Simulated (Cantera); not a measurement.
An adiabatic, constant-volume homogeneous reactor starts with CH₄ : H₂ : O₂ : N₂ : CO₂ = 1 : 0.11 : 2.89 : 10.9 : 1.2 (molar parts), at 1425 K and 1280 Torr. Integrator tolerance rtol = 1e-08.

Cantera simulation using GRI-Mech 3.0 (53 species, 325 reactions); the numbers are that mechanism's predictions, not measurements.

What does this change do: 0.22 parts C2H6 added?


| quantity | before | after |
|---|---|---|
| time of steepest temperature rise | 0.883 ms | 0.169 ms |
| temperature at 0.100 s | 2648 K | 2791 K |
| equilibrium temperature | 2648 K | 2791 K |
| x(CH₄) at 0.100 s | <1e-12 (gas-phase equilibrium <1e-12) | <1e-12 (gas-phase equilibrium <1e-12) |
| x(H₂) at 0.100 s | 0.00341 (gas-phase equilibrium 0.00341) | 0.0103 (gas-phase equilibrium 0.0103) |
| x(O₂) at 0.100 s | 0.0521 (gas-phase equilibrium 0.0521) | 0.0242 (gas-phase equilibrium 0.0242) |
| x(CH₂) at 0.100 s | <1e-12 (gas-phase equilibrium <1e-12) | <1e-12 (gas-phase equilibrium <1e-12) |
| x(HCO) at 0.100 s | 1.21e-8 (gas-phase equilibrium 1.21e-8) | 7.58e-8 (gas-phase equilibrium 7.58e-8) |
| x(OH) at 0.100 s | 0.0129 (gas-phase equilibrium 0.0129) | 0.0166 (gas-phase equilibrium 0.0166) |

What does this change do: pressure from 1280 Torr to 3380 Torr?


| quantity | before | after |
|---|---|---|
| time of steepest temperature rise | 0.883 ms | 0.404 ms |
| temperature at 0.100 s | 2648 K | 2700 K |
| equilibrium temperature | 2648 K | 2700 K |
| x(CH₄) at 0.100 s | <1e-12 (gas-phase equilibrium <1e-12) | <1e-12 (gas-phase equilibrium <1e-12) |
| x(H₂) at 0.100 s | 0.00341 (gas-phase equilibrium 0.00341) | 0.00269 (gas-phase equilibrium 0.00269) |
| x(O₂) at 0.100 s | 0.0521 (gas-phase equilibrium 0.0521) | 0.0502 (gas-phase equilibrium 0.0502) |
| x(CH₂) at 0.100 s | <1e-12 (gas-phase equilibrium <1e-12) | <1e-12 (gas-phase equilibrium <1e-12) |
| x(HCO) at 0.100 s | 1.21e-8 (gas-phase equilibrium 1.21e-8) | 1.65e-8 (gas-phase equilibrium 1.65e-8) |
| x(OH) at 0.100 s | 0.0129 (gas-phase equilibrium 0.0129) | 0.0116 (gas-phase equilibrium 0.0116) |
